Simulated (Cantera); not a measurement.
**Equilibrium for iron carbonyl, mercury and lead vapours: PbO + O2 + H2**

Charge: 1 mol PbO, 1.1 mol O2, 0.25 mol H2.

Method: chemical equilibrium by Gibbs-energy minimisation in Cantera with the NASA 1993 tables (ideal gas, pure condensed phases). Candidate condensed phases: H2O, Pb, PbO, PbO2, Pb3O4; 12 gas species. Equilibrium is a limit: real reactors are often held back by kinetics, nucleation or transport.

Stable condensed phases:

```
T in K \ P in Pa
              10      36     130     460    1700    6000   22000   77000  280000 1000000
   1598        A       A       A       A       A       A       B       B       B       B
   1498        A       A       A       A       A       B       B       B       B       B
   1398        A       A       A       A       B       B       B       B       B       B
   1298        A       A       B       B       B       B       B       B       B       B
   1198        A       B       B       B       B       B       B       B       B       B
   1098        B       B       B       B       B       B       B       B       B       B
    998        B       B       B       B       B       B       B       B       B       B
    898        B       B       B       B       B       B       B       B       B       B
    798        B       B       B       B       B       B       B       B       B       B
```

A: gas only; B: PbO.
